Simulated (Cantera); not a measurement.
Charge: 1 mol SiH₄, 2.3 mol H₂, 0.64 mol C₃H₈, held at 0.00120 bar.

Equilibrium computed with Cantera from the NASA thermochemical tables; the gas is ideal and each condensed phase is pure. Candidate condensed phases: C, C₆H₆, C₇H₈, C₈H₁₈, Si, SiC; 87 gas species. Rates play no part.

Question: At 1525 °C, list the 4 most abundant gas species with their mole fractions, and the condensed phases.

Answer: H₂ 0.990, H 0.0101, C₂H₂ (acetylene) 0.000171, Si 6.13e-5. Condensed: C(graphite) + SiC(s).
